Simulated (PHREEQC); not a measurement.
HNO3 is added in steps, without added water, to 1 kg of water holding 0.0016 mol/kgw CaCl2, 0.05 mol/kgw NaF and 0.09 mol/kgw KCl, at 25 °C. Oxygen alone is held at its pressure in air (log pO2 = -0.68). No CO2 enters from the air. Nothing may precipitate in this run.

Base run: PHREEQC, ion-association model, wateq4f.dat. Each further column changes one thing. The table gives HF (mol/kgw).

| HNO3 added (mol) | base | KCl from 0.09 to 0.135 mol/kgw | diluted 5-fold with water | solids may form |
|---|---|---|---|---|
| 0 | 7.66e-7 | 7.60e-7 | 3.63e-7 | 7.43e-7 |
| 0.01068 | 0.00870 | 0.00868 | 0.00733 | 0.00877 |
| 0.01982 | 0.0160 | 0.0159 | 0.00876 | [?] |
| 0.0305 | 0.0241 | 0.0240 | [?] | 0.0241 |
| 0.04118 | 0.0312 | 0.0310 | 0.00923 | 0.0308 |
| 0.05033 | 0.0356 | 0.0354 | [?] | 0.0345 |
| 0.061 | 0.0381 | 0.0379 | 0.00933 | [?] |

**Question.** Complete the blanks.

**Answer.** 
- 0.01982, solids may form: 0.0161
- 0.0305, diluted 5-fold with water: 0.00911
- 0.05033, diluted 5-fold with water: 0.00929
- 0.061, solids may form: 0.0364

In at least one series the solution becomes supersaturated in solids that the run did not let form, among them Fluorite. wateq4f.dat counts part of the HF as a dimer, H2F2, which phreeqc.dat doesn't know; its constant is uncertain. Solids allowed in the column 'solids may form': Fluorite, Portlandite, Halite.
